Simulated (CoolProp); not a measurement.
n-octane along the isobar 34.4 bar: Z from the reference equation and from simpler models built on Tc = 295.6 °C, pc = 24.84 bar, ω = 0.398; each cubic takes its own stable root.

Model: reference Helmholtz-energy equation of state, Beckmüller 2019, in CoolProp.

```tsv
T (°C)	phase	reference	Redlich-Kwong	Soave-Redlich-Kwong
1.35	liquid	0.2391	0.2895	0.2807
16.05	liquid	0.2306	0.2788	0.2696
30.75	liquid	0.2231	0.2694	0.2598
45.45	liquid	0.2165	0.2612	0.2511
60.05	liquid	0.2106	0.2540	0.2436
74.75	liquid	0.2054	0.2477	0.2370
89.45	liquid	0.2008	0.2423	0.2312
104.15	liquid	0.1968	0.2377	0.2263
118.85	liquid	0.1933	0.2339	0.2222
133.45	liquid	0.1904	0.2308	0.2188
148.15	liquid	0.1880	0.2284	0.2162
```
